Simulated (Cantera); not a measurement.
A freely propagating, adiabatic, planar premixed flame of 11.5 % CH3OH, 18.6 % O2, 69.9 % N2, unburnt at 400 K and 6.60 bar; mixture-averaged transport, grid criteria slope 0.08 and curve 0.16, no radiation.

Detailed kinetics in Cantera: GRI-Mech 3.0 (53 species, 325 reactions). GRI-Mech 3.0 was tuned for natural gas; its chemistry of methanol as a main component is partial and can be far from experiment. Burning velocities carry a grid error of a few per cent, more on coarse grids.

x: mole fraction of selected species; z is measured from the peak of heat release.

```csv
z (mm),T (K),u (m/s),x CH3OH,x O2,x C2H2,x CO,x H2O,x CH2O
-0.253,400,0.341,0.115,0.185,<1e-8,6.66e-6,7.20e-5,2.52e-7
-0.169,404,0.345,0.115,0.185,<1e-8,0.000107,0.000910,6.58e-6
-0.127,415,0.355,0.114,0.184,<1e-8,0.000427,0.00325,3.29e-5
-0.0844,495,0.428,0.110,0.176,<1e-8,0.00294,0.0176,0.000353
-0.0422,893,0.795,0.0801,0.140,1.11e-8,0.0173,0.0752,0.00302
-0.0211,1284,1.17,0.0428,0.103,2.44e-8,0.0338,0.125,0.00645
0,…,1.59,…,…,…,…,…,…
0.0211,1904,1.76,4.41e-6,0.0376,<1e-8,0.0370,0.196,1.66e-5
0.0422,2005,1.84,<1e-8,0.0284,<1e-8,0.0252,0.200,5.65e-8
0.0844,2109,1.92,<1e-8,…,<1e-8,…,0.205,<1e-8
0.169,2190,1.99,<1e-8,0.0175,<1e-8,0.00914,0.210,<1e-8
0.338,2237,2.03,<1e-8,0.0150,<1e-8,0.00551,0.213,<1e-8
0.675,2258,2.04,<1e-8,0.0138,<1e-8,0.00375,0.215,<1e-8
```

Question: Some entries are withheld; supply them.

Answer: 
- 0, T (K): 1712
- 0, x CH3OH: 0.00356
- 0, x O2: 0.0605
- 0, x C2H2: 4.34e-8
- 0, x CO: 0.0503
- 0, x H2O: 0.177
- 0, x CH2O: 0.00335
- 0.0844, x O2: 0.0218
- 0.0844, x CO: 0.0152
